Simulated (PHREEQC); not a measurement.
Brine: speciation

Solution (25 °C): 0.85 mol/kgw HCl and 1.1 mol/kgw SrCl2. Closed to the air; pH follows from the charge balance.

Model: Pitzer model, pitzer.dat, run in PHREEQC.

This is a speciation only: nothing precipitates in the calculation.

Task: Estimate the pH.

Result: pH -0.24.

Complexes and solids missing from the database can't appear. In brines, pH and single-ion activities rest on the MacInnes convention.
